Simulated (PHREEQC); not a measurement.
Make-up at 41 °C: 8.2 mmol/kgw BaCl2 and 0.0071 mmol/kgw CO2. Closed to the air; pH follows from the charge balance.

Model: Pitzer model, pitzer.dat, run in PHREEQC.

```
quantity           before     after
---------------  --------  --------
pH                   5.78      5.96
HCO3- (mol/kgw)   1.93e-6   1.27e-6
CO3-2 (mol/kgw)  1.19e-10  1.17e-10
```

Question: Which change was made?
A. BaCl2 replaced by SrCl2 at the same molality
B. CO2 replaced by NaHCO3 at the same molality
C. 0.0038 mol/kgw Ca(OH)2 added
D. CO2 from 7.1e-06 to 3.55e-06 mol/kgw
E. diluted 5-fold with water

Answer: D, CO2 from 7.1e-06 to 3.55e-06 mol/kgw

No solid was allowed to form. Constants without temperature data keep their 25 °C values here.
